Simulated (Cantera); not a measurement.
An adiabatic, constant-pressure homogeneous reactor starts with 7.40 % C3H8, 19.5 % O2, 73.2 % N2, at 1275 K and 340000 Pa.

Computed with Cantera and GRI-Mech 3.0 (53 species, 325 reactions). GRI-Mech 3.0 was tuned for natural gas; its chemistry of propane as a main component is partial and can be far from experiment.

One state of this run: T (K) = 1279; x C3H8 = 0.0637; x O2 = 0.189; x H2 = 0.00206; x NO = <1e-12; x N2O = 1.30e-9; x H = 4.97e-7; x CH2O = 0.00223. x: mole fraction; the columns are a selection and need not sum to one.

### Question
Which value of t (s) does it belong to?
(A) 0.000464
(B) 0.0464
(C) 0.0100
(D) 1.00e-6

### Answer
A, 0.000464
